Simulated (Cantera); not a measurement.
Charge: 1 mol Fe₂O₃, 64 mol H₂, 1.2 mol H₂O, at 1.33 mbar.

These are equilibrium values from Cantera (NASA tables, ideal gas, pure condensed phases), not measurements of a reactor. Candidate condensed phases: Fe, FeO, Fe(OH)₂, Fe(OH)₃, Fe₂O₃, Fe₃O₄, H₂O; 12 gas species. Equilibrium is a limit: real reactors are often held back by kinetics, nucleation or transport.

What share of the Fe ends up in condensed phases as a function of T (K), at 750, 900, 1050, 1200, 1350, 1500, 1650, 1800, 1950?


```
T (K)  Fe condensed (%)     as
-----  ----------------  -----
750               100.0  Fe(α)
900               100.0  Fe(α)
1050              100.0  Fe(α)
1200              100.0  Fe(γ)
1350              100.0  Fe(γ)
1500               99.6  Fe(γ)
1650               93.4  Fe(γ)
1800               25.9  Fe(δ)
1950                0.0      -
```
